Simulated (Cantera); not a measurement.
A freely propagating, adiabatic, planar premixed flame of CH₄ : O₂ : N₂ : H₂O = 1 : 2.25 : 8.45 : 1.2 (molar parts), unburnt at 425 K and 100.0 Torr; mixture-averaged transport, grid criteria slope 0.08 and curve 0.16, no radiation.

Computed with Cantera and GRI-Mech 3.0 (53 species, 325 reactions). Burning velocities carry a grid error of a few per cent, more on coarse grids.

**Question.** Predict: laminar burning velocity; thermal thickness; peak x(C₂H₄); peak x(HO₂); peak x(HCN).

**Answer.** 
| Property | Result |
|---|---|
| laminar burning velocity | 75.9 cm/s |
| thermal thickness | 2.75 mm |
| peak x(C₂H₄) | 0.000243 |
| peak x(HO₂) | 0.000103 |
| peak x(HCN) | 8.31e-7 |
